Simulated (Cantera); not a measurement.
What does this Cantera script print?

```python
import numpy as np
import cantera as ct

gas_names = """
    CL CL2 H HCL H2 N NH NH2 NH3 N2 N2H2 N2H4 Si SiCL SiCL2 SiCL3 SiCL4 SiH SiHCL3 SiH2 SiH2CL2 SiH3
    SiH3CL SiH4 SiN Si2 Si2N Si3
""".split()
cond_names = """
    NH4CL(a) NH4CL(b) Si(cr) Si(L) Si3N4(a)
""".split()


def load(file, names, dense=False):
    # The tables refer to 1 bar. Condensed volumes are neglected.
    table = {s.name: s for s in ct.Species.list_from_file(file)}
    out = []
    for n in names:
        d = dict(table[n].input_data)
        d["thermo"] = dict(d["thermo"], **{"reference-pressure": 1e5})
        if dense:
            d["equation-of-state"] = {"model": "constant-volume", "density": "1e6 g/cm^3"}
        out.append(ct.Species.from_dict(d))
    return out


gas = ct.Solution(thermo="ideal-gas", species=load("nasa_gas.yaml", gas_names))
cond = {s.name: ct.Solution(thermo="fixed-stoichiometry", species=[s], name=s.name)
        for s in load("nasa_condensed.yaml", cond_names, dense=True)}
atoms = {
    'SiHCl3': {'Si': 1, 'H': 1, 'CL': 3},
    'NH3': {'N': 1, 'H': 3},
    'N2': {'N': 2},
}
top_T = {'Si3N4(a)': 2400}  # K; cautious upper limits of use, not melting points


def equilibrate(T, P, feed):
    n = {}
    for name, mol in feed.items():
        for a, k in atoms[name].items():
            n[a] = n.get(a, 0.0) + k * mol
    gas.TPX = T, P, n
    mass = sum(n.values()) * gas.mean_molecular_weight
    gas.equilibrate("TP")
    valid = [c for c in cond.values() if c.min_temp <= T <= top_T.get(c.name, c.max_temp)]
    mix = ct.Mixture([(gas, mass / gas.mean_molecular_weight)] + [(c, 0.0) for c in valid])
    mix.T, mix.P = T, P
    mix.equilibrate("TP", solver="vcs", rtol=1e-11, max_steps=5000)
    return mix


results = []
feed = {'SiHCl3': 1, 'NH3': 19, 'N2': 4.1}  # mol
T = 1675  # K
P = 1000  # Pa
mix = equilibrate(T, P, feed)
results.append((T, P, feed, dict(zip(mix.species_names, mix.species_moles))))
x = sorted(zip(gas.X, gas.species_names), reverse=True)
print(f"T = {T:g} K  P = {P:g} Pa  gas = {mix.phase_moles(0):.4g} mol")
print("   x: " + "  ".join(f"{s} {v:.3e}" for v, s in x if v > 1e-05))
print("   condensed (mol): " + ("  ".join(f"{mix.phase(i).name} {mix.phase_moles(i):.4g}"
      for i in range(1, mix.n_phases) if mix.phase_moles(i) > 1e-12) or "none"))
```

It prints:

```
T = 1675 K  P = 1000 Pa  gas = 43.68 mol
   x: H2 6.369e-01  N2 3.013e-01  HCL 5.294e-02  SiCL2 7.748e-03  H 9.266e-04  CL 6.013e-05  SiCL3 4.692e-05  SiCL 2.696e-05  Si 2.118e-05
   condensed (mol): Si3N4(a) 0.219
```

These are equilibrium values from Cantera (NASA tables, ideal gas, pure condensed phases), not measurements of a reactor. The tables' values for SiCl3, SiCl are old estimates; treat these amounts as uncertain.
